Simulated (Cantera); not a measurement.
## Silicon oxide and oxynitride deposition: Si₂H₆ + NO + H₂

Charge: 1 mol Si₂H₆, 0.14 mol NO, 10 mol H₂, equilibrated at 35.0 mbar.

Equilibrium computed with Cantera from the NASA thermochemical tables; the gas is ideal and each condensed phase is pure. Candidate condensed phases: H₂O, Si, SiO₂, Si₂N₂O, Si₃N₄; 35 gas species. The feed counts by its element totals alone. Mutual solubility and eutectic melting of coexisting phases are not modelled. The tables hold silica as quartz up to 1696 K and as liquid above; real silica turns to tridymite and cristobalite and melts near 1996 K. The numbers say what is thermodynamically allowed, not how fast it happens.

```json
[
 {"T (°C)": "350", "x H₂": "1.00", "x SiO": "<1e-12", "x H": "<1e-12", "x N₂": "<1e-12", "x SiH₂": "<1e-12", "x H₂O": "<1e-12", "n Si(s)": "1.82", "n SiO₂(α-quartz)": "0.0350", "n Si₂N₂O(s)": "0.0700", "n SiO₂(β-quartz)": "0"},
 {"T (°C)": "425", "x H₂": "1.00", "x SiO": "<1e-12", "x H": "<1e-12", "x N₂": "<1e-12", "x SiH₂": "<1e-12", "x H₂O": "<1e-12", "n Si(s)": "1.82", "n SiO₂(α-quartz)": "0.0350", "n Si₂N₂O(s)": "0.0700", "n SiO₂(β-quartz)": "0"},
 {"T (°C)": "500", "x H₂": "1.00", "x SiO": "<1e-12", "x H": "4.85e-12", "x N₂": "<1e-12", "x SiH₂": "<1e-12", "x H₂O": "<1e-12", "n Si(s)": "1.82", "n SiO₂(α-quartz)": "0.0350", "n Si₂N₂O(s)": "0.0700", "n SiO₂(β-quartz)": "0"},
 {"T (°C)": "575", "x H₂": "1.00", "x SiO": "8.17e-12", "x H": "1.02e-10", "x N₂": "<1e-12", "x SiH₂": "<1e-12", "x H₂O": "1.16e-11", "n Si(s)": "1.82", "n SiO₂(α-quartz)": "0", "n Si₂N₂O(s)": "0.0700", "n SiO₂(β-quartz)": "0.0350"},
 {"T (°C)": "650", "x H₂": "1.00", "x SiO": "4.54e-10", "x H": "1.31e-9", "x N₂": "<1e-12", "x SiH₂": "8.30e-12", "x H₂O": "1.24e-10", "n Si(s)": "1.82", "n SiO₂(α-quartz)": "0", "n Si₂N₂O(s)": "0.0700", "n SiO₂(β-quartz)": "0.0350"},
 {"T (°C)": "725", "x H₂": "1.00", "x SiO": "1.37e-8", "x H": "1.15e-8", "x N₂": "<1e-12", "x SiH₂": "8.84e-11", "x H₂O": "9.27e-10", "n Si(s)": "1.82", "n SiO₂(α-quartz)": "0", "n Si₂N₂O(s)": "0.0700", "n SiO₂(β-quartz)": "0.0350"},
 {"T (°C)": "800", "x H₂": "1.00", "x SiO": "2.54e-7", "x H": "7.49e-8", "x N₂": "<1e-12", "x SiH₂": "6.77e-10", "x H₂O": "5.19e-9", "n Si(s)": "1.82", "n SiO₂(α-quartz)": "0", "n Si₂N₂O(s)": "0.0700", "n SiO₂(β-quartz)": "0.0350"},
 {"T (°C)": "875", "x H₂": "1.000", "x SiO": "3.20e-6", "x H": "3.83e-7", "x N₂": "1.51e-11", "x SiH₂": "3.97e-9", "x H₂O": "2.31e-8", "n Si(s)": "1.82", "n SiO₂(α-quartz)": "0", "n Si₂N₂O(s)": "0.0700", "n SiO₂(β-quartz)": "0.0350"},
 {"T (°C)": "950", "x H₂": "1.000", "x SiO": "2.93e-5", "x H": "1.61e-6", "x N₂": "3.44e-10", "x SiH₂": "1.87e-8", "x H₂O": "8.50e-8", "n Si(s)": "1.82", "n SiO₂(α-quartz)": "0", "n Si₂N₂O(s)": "0.0700", "n SiO₂(β-quartz)": "0.0348"},
 {"T (°C)": "1025", "x H₂": "1.000", "x SiO": "0.000207", "x H": "5.73e-6", "x N₂": "5.42e-9", "x SiH₂": "7.39e-8", "x H₂O": "2.68e-7", "n Si(s)": "1.82", "n SiO₂(α-quartz)": "0", "n Si₂N₂O(s)": "0.0700", "n SiO₂(β-quartz)": "0.0337"},
 {"T (°C)": "1100", "x H₂": "0.999", "x SiO": "0.00118", "x H": "1.78e-5", "x N₂": "6.29e-8", "x SiH₂": "2.50e-7", "x H₂O": "7.45e-7", "n Si(s)": "1.82", "n SiO₂(α-quartz)": "0", "n Si₂N₂O(s)": "0.0700", "n SiO₂(β-quartz)": "0.0273"},
 {"T (°C)": "1175", "x H₂": "0.995", "x SiO": "0.00535", "x H": "4.91e-5", "x N₂": "5.84e-7", "x SiH₂": "7.44e-7", "x H₂O": "1.78e-6", "n Si(s)": "1.79", "n SiO₂(α-quartz)": "0", "n Si₂N₂O(s)": "0.0700", "n SiO₂(β-quartz)": "0"},
 {"T (°C)": "1250", "x H₂": "0.994", "x SiO": "0.00537", "x H": "0.000123", "x N₂": "1.69e-5", "x SiH₂": "1.99e-6", "x H₂O": "1.01e-6", "n Si(s)": "1.79", "n SiO₂(α-quartz)": "0", "n Si₂N₂O(s)": "0.0698", "n SiO₂(β-quartz)": "0"}
]
```
x: gas mole fraction; n: condensed amount in mol.

From 350 °C to 500 °C the condensed part is Si(s) + SiO₂(α-quartz) + Si₂N₂O(s). From 575 °C to 1100 °C the condensed part is Si(s) + SiO₂(β-quartz) + Si₂N₂O(s). From 1175 °C to 1250 °C the condensed part is Si(s) + Si₂N₂O(s).
